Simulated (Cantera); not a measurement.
What does this Cantera script print?

```python
import numpy as np
import cantera as ct

gas_names = """
    Pb CCL4 PbCL2
""".split()
cond_names = """
    C(gr)
""".split()


# ... load() reads the species with a 1 bar reference pressure and builds the phases ...
species = {s.name: s for s in load("nasa_gas.yaml", gas_names) + load("nasa_condensed.yaml", cond_names)}
# Each term lists the table entries of one substance; the one whose range holds T is used.
reactions = {
    '2 Pb(g) + CCl4(g) = 2 PbCl2(g) + C':
        [(-2, ['Pb']), (-1, ['CCL4']), (2, ['PbCL2']), (1, ['C(gr)'])],
}


def pick(names, T):
    return next(species[n] for n in names if species[n].thermo.min_temp <= T <= species[n].thermo.max_temp)


results = []
for label, terms in reactions.items():
    print(label)
    print("     T/K   dH/kJ  dS/(J/K)   dG/kJ   log10 K")
    for T in [2398, 2448, 2498, 2548, 2598, 2648, 2698, 2748]:
        used = [(nu, pick(names, T)) for nu, names in terms]
        dH = sum(nu * s.thermo.h(T) for nu, s in used) / 1e6
        dS = sum(nu * s.thermo.s(T) for nu, s in used) / 1e3
        dG = dH - T * dS / 1e3
        logK = -dG * 1e6 / (ct.gas_constant * T * np.log(10))
        results.append((label, T, dH, dS, dG, logK, [s.name for _, s in used]))
        print(f"{T:8g} {dH:8.1f} {dS:8.1f} {dG:8.1f} {logK:8.2f}")
```

Result:

```
2 Pb(g) + CCl4(g) = 2 PbCl2(g) + C
     T/K   dH/kJ  dS/(J/K)   dG/kJ   log10 K
    2398   -667.3    -41.9   -566.7    12.34
    2448   -668.4    -42.4   -564.6    12.05
    2498   -669.6    -42.9   -562.5    11.76
    2548   -670.8    -43.3   -560.3    11.49
    2598   -672.0    -43.8   -558.2    11.22
    2648   -673.3    -44.3   -555.9    10.97
    2698   -674.6    -44.8   -553.7    10.72
    2748   -675.9    -45.3   -551.5    10.48
```

Standard-state values (1 bar) from the NASA 1993 polynomials, evaluated with Cantera. Condensed species are held in their standard states even where they would react or evaporate.
